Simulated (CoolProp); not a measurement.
Model: reference Helmholtz-energy equation of state, Kamei 1995, in CoolProp.

Give the vapour pressure (kPa), liquid density (kg/m³), vapour density (kg/m³), vapour viscosity (µPa s) of saturated R22 at 227, 263.1 K.


```csv
T (K),p (kPa),liquid density (kg/m³),vapour density (kg/m³),vapour viscosity (µPa s)
227,78.4,1420,3.70,10.4
263.1,354,1310,15.3,12.2
```

Viscosity comes from a separate model (Bell 2016), an estimate that may be off by 10 % or more.
